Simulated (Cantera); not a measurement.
**Thermodynamics of chlorosilane synthesis and conversion, feed Si + HCl + H2**

Input: 1 mol Si, 1.9 mol HCl, 0.72 mol H2, held at 1.00 bar.

These are equilibrium values from Cantera (NASA tables, ideal gas, pure condensed phases), not measurements of a reactor. Candidate condensed phases: Si; 19 gas species. The tables' values for SiCl3 are old estimates; treat these amounts as uncertain. The numbers say what is thermodynamically allowed, not how fast it happens.

```
T (K)   x H2  x SiCl4  x SiHCl3     x HCl  x SiH2Cl2  n Si(s)
-----  -----  -------  --------  --------  ---------  -------
723    0.752    0.163    0.0818  0.000448    0.00284    0.479
773    0.752    0.164    0.0802  0.000969    0.00301    0.480
823    0.751    0.165    0.0786   0.00190    0.00315    0.481
873    0.751    0.165    0.0771   0.00345    0.00328    0.483
923    0.749    0.165    0.0756   0.00585    0.00338    0.484
973    0.747    0.165    0.0739   0.00936    0.00346    0.487
1023   0.744    0.164    0.0722    0.0143    0.00352    0.489
1073   0.739    0.162    0.0701    0.0209    0.00356    0.492
```
x: gas mole fraction; n: condensed amount in mol.

From 723 K to 1073 K the condensed part is Si(s). The main Si-bearing gas is SiCl4 throughout. The share of Si in condensed phases is highest at 1073 K (49.2 %) and lowest at 723 K (47.9 %).
